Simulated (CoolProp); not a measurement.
A single-stage vapour-compression cycle with CH3F (R41): evaporating at 241.15 K (dew point), condensing at 295.15 K (bubble point), superheat 2 K, subcooling 8 K, compressor efficiency 0.9, no pressure losses. Each further row changes one setting.

Values from CoolProp's reference Helmholtz-energy equation of state, Lemmon 2006. It is a short technical equation, of lower accuracy than the large ones.

```csv
case,cooling COP,pressure ratio,discharge temperature (K),refrigerating effect (kJ/kg),volumetric capacity (kJ/m³)
as stated,2.95,4.65,354.2,301,4530
evaporating temperature 246.15 K,3.39,3.93,347.1,302,5380
condensing temperature 290.15 K,3.39,4.13,344.3,314,4730
subcooling 13 K,3.09,4.65,354.2,315,4740
superheat 12 K,2.89,4.65,368.1,316,4450
compressor efficiency 0.8,2.62,4.65,362.1,301,4530
```
